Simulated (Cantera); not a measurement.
Source: NASA polynomial tables (part measured, part estimated), evaluated in Cantera. Values are per mole of reaction as written; species without (g) are pure solids or liquids, kept so even where they would boil at 1 bar.

2 NiS → Ni + NiS₂

```json
[
 {"T (K)": "300", "ΔH° (kJ)": "[?]", "ΔS° (J/K)": "[?]", "ΔG° (kJ)": "[?]", "log10 K": "[?]"},
 {"T (K)": "350", "ΔH° (kJ)": "44.4", "ΔS° (J/K)": "-3.8", "ΔG° (kJ)": "45.8", "log10 K": "-6.83"},
 {"T (K)": "375", "ΔH° (kJ)": "44.5", "ΔS° (J/K)": "-3.8", "ΔG° (kJ)": "45.9", "log10 K": "-6.39"},
 {"T (K)": "400", "ΔH° (kJ)": "44.5", "ΔS° (J/K)": "-3.7", "ΔG° (kJ)": "46.0", "log10 K": "-6.00"},
 {"T (K)": "425", "ΔH° (kJ)": "[?]", "ΔS° (J/K)": "[?]", "ΔG° (kJ)": "[?]", "log10 K": "[?]"},
 {"T (K)": "450", "ΔH° (kJ)": "[?]", "ΔS° (J/K)": "[?]", "ΔG° (kJ)": "[?]", "log10 K": "[?]"},
 {"T (K)": "475", "ΔH° (kJ)": "44.5", "ΔS° (J/K)": "-3.7", "ΔG° (kJ)": "46.3", "log10 K": "-5.09"},
 {"T (K)": "500", "ΔH° (kJ)": "44.5", "ΔS° (J/K)": "-3.8", "ΔG° (kJ)": "46.4", "log10 K": "-4.84"},
 {"T (K)": "525", "ΔH° (kJ)": "44.5", "ΔS° (J/K)": "-3.8", "ΔG° (kJ)": "46.5", "log10 K": "-4.62"},
 {"T (K)": "550", "ΔH° (kJ)": "44.4", "ΔS° (J/K)": "-3.8", "ΔG° (kJ)": "46.5", "log10 K": "-4.42"},
 {"T (K)": "575", "ΔH° (kJ)": "44.4", "ΔS° (J/K)": "-3.8", "ΔG° (kJ)": "46.6", "log10 K": "-4.24"},
 {"T (K)": "600", "ΔH° (kJ)": "44.5", "ΔS° (J/K)": "-3.8", "ΔG° (kJ)": "46.7", "log10 K": "-4.07"}
]
```

What belongs in the gaps?


- 300, ΔH° (kJ): 44.4
- 300, ΔS° (J/K): -4.1
- 300, ΔG° (kJ): 45.6
- 300, log10 K: -7.94
- 425, ΔH° (kJ): 44.5
- 425, ΔS° (J/K): -3.7
- 425, ΔG° (kJ): 46.1
- 425, log10 K: -5.66
- 450, ΔH° (kJ): 44.5
- 450, ΔS° (J/K): -3.7
- 450, ΔG° (kJ): 46.2
- 450, log10 K: -5.36
